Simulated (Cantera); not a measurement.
A perfectly stirred reactor is fed with H₂ : O₂ = 0.36 : 1 (molar parts), equivalence ratio 0.18, at 25.5 Torr; it is held at 1075 K, and followed from long to short residence time.

Cantera simulation using the H2/O2 subset of GRI-Mech 3.0, which has no nitrogen chemistry; the numbers are that mechanism's predictions, not measurements. Radical loss at walls, strong at low pressure, is not modelled. The temperature is held fixed by assumption; the heat of reaction is taken as removed at once.

x: mole fraction; the columns are a selection and need not sum to one.

```csv
τ (s),x H₂,x O₂,x H,x HO₂,x OH
22,0.000104,0.695,3.45e-6,2.84e-6,0.000242
5.3,0.000265,0.695,1.44e-5,6.09e-6,0.000388
1.3,0.000655,0.694,5.89e-5,1.16e-5,0.000623
0.32,?,0.694,?,?,?
0.077,0.00367,0.692,0.000983,2.82e-5,0.00172
0.019,0.00822,0.689,0.00387,3.56e-5,0.00294
0.0046,0.0182,0.680,0.0146,3.93e-5,0.00498
0.0011,?,0.665,?,3.65e-5,?
0.00028,0.0863,0.661,0.0695,2.88e-5,0.00909
```

Task: Complete the blanks.

Result: 
- 0.32, x H₂: 0.00157
- 0.32, x H: 0.000239
- 0.32, x HO₂: 1.93e-5
- 0.32, x OH: 0.00102
- 0.0011, x H₂: 0.0397
- 0.0011, x H: 0.0441
- 0.0011, x OH: 0.00764
